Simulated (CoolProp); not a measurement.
Vapour-liquid equilibrium of propane (1) + dimethyl ether (2) at 40.65 °C; x and y are mole fractions of (1).

Model: multi-fluid Helmholtz-energy mixture model, Lemmon 2009 and Wu 2011; pair parameters Bell 2016, in CoolProp.

```
x     bubble pressure, mixture model (MPa)  bubble pressure, Raoult's law (MPa)  y, mixture model  y, Raoult's law
----  ------------------------------------  -----------------------------------  ----------------  ---------------
0.05                                0.9643                               0.9291             0.097            0.075
0.2                                    ___                                1.002               ___            0.277
0.35                                   ___                                1.075             0.460            0.453
0.5                                    ___                                1.147               ___            0.606
0.65                                   ___                                1.220             0.696            0.740
0.8                                  1.388                                1.293             0.814            0.860
0.95                                 1.395                                1.366             0.949            0.967
```

**Question.** Complete the blanks.

**Answer.** 
- 0.2, bubble pressure, mixture model (MPa): 1.110
- 0.2, y, mixture model: 0.310
- 0.35, bubble pressure, mixture model (MPa): 1.218
- 0.5, bubble pressure, mixture model (MPa): 1.298
- 0.5, y, mixture model: 0.583
- 0.65, bubble pressure, mixture model (MPa): 1.354

The largest gap from Raoult's law is +13.3 % in bubble pressure, at x = 0.35. y crosses x between x = 0.8 and 0.95: the model has an azeotrope there.

The pair parameters rest on a limited set of measurements; away from them the model extrapolates.
